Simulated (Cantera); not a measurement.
**Gas-phase reforming**

An isothermal, constant-pressure homogeneous reactor starts with CH4 : H2O = 1 : 0.37 (molar parts), at 1273 K and 0.350 bar.

Detailed kinetics in Cantera: GRI-Mech 3.0 (53 species, 325 reactions). GRI-Mech 3.0 stops at C3 and has no aromatics, soot or wall deposition, so with more carbon than oxygen in the feed, carbon stays in small species such as C2H2 where larger ones or solid carbon would form.

| t (s) | x CH4 | x H2O | x HO2 | x HCO | x CH3 | x C2H4 | x CO |
|---|---|---|---|---|---|---|---|
| 6.00e-5 | 0.730 | 0.270 | <1e-12 | <1e-12 | 1.14e-7 | <1e-12 | <1e-12 |
| 0.000159 | 0.730 | 0.270 | <1e-12 | <1e-12 | 3.02e-7 | 2.92e-12 | <1e-12 |
| 0.000421 | 0.730 | 0.270 | <1e-12 | <1e-12 | 7.98e-7 | 5.96e-11 | <1e-12 |
| 0.00111 | 0.730 | 0.270 | <1e-12 | <1e-12 | 2.07e-6 | 1.09e-9 | <1e-12 |
| 0.00295 | 0.730 | 0.270 | <1e-12 | <1e-12 | 4.87e-6 | 1.77e-8 | <1e-12 |
| 0.00781 | 0.730 | 0.270 | <1e-12 | <1e-12 | 7.78e-6 | 1.75e-7 | 3.68e-12 |
| 0.0207 | 0.730 | 0.270 | <1e-12 | <1e-12 | 8.51e-6 | 8.64e-7 | 6.43e-11 |
| 0.0548 | 0.730 | 0.270 | <1e-12 | <1e-12 | 9.35e-6 | 3.55e-6 | 6.69e-10 |
| 0.145 | 0.730 | 0.270 | <1e-12 | <1e-12 | 1.12e-5 | 1.71e-5 | 6.44e-9 |
| 0.384 | 0.729 | 0.270 | <1e-12 | <1e-12 | 1.43e-5 | 9.97e-5 | 6.39e-8 |
| 1.02 | 0.727 | 0.270 | <1e-12 | <1e-12 | 1.75e-5 | 0.000538 | 5.45e-7 |
| 2.69 | 0.721 | 0.269 | <1e-12 | <1e-12 | 1.81e-5 | 0.00170 | 2.94e-6 |
| 7.13 | 0.705 | 0.267 | <1e-12 | <1e-12 | 1.71e-5 | 0.00280 | 1.46e-5 |
| 18.9 | 0.664 | 0.260 | <1e-12 | <1e-12 | 1.52e-5 | 0.00362 | 9.09e-5 |
| 50.0 | 0.581 | 0.248 | <1e-12 | <1e-12 | 1.26e-5 | 0.00809 | 0.000492 |
x: mole fraction; the columns are a selection and need not sum to one.

Equilibrium at this temperature and pressure: CH4 0.245, H2O 1.65e-6, HO2 <1e-12, HCO 2.52e-10, CH3 7.74e-6, C2H4 0.00959, CO 0.170 (gas phase only).
